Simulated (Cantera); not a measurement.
# Reactions in the system Cr-H-N

Cantera with NASA thermochemical tables; ideal gases at 1 bar, condensed phases pure. Values are per mole of reaction as written; species without (g) are pure solids or liquids, kept so even where they would boil at 1 bar.

2 Cr2N + 3 H2(g) ⇌ 2 NH3(g) + 4 Cr

```tsv
T (K)	ΔH° (kJ)	ΔS° (J/K)	ΔG° (kJ)	log10 K
300	159.1	-42.2	171.7	-29.90
398	153.7	-57.9	176.7	-23.19
598	143.4	-78.8	190.6	-16.64
798	135.1	-90.9	207.6	-13.59
998	127.9	-98.9	226.7	-11.86
1198	122.4	-104.0	247.0	-10.77
1398	118.6	-106.9	268.1	-10.02
1598	116.8	-108.2	289.7	-9.47
1798	116.9	-108.1	311.3	-9.04
```
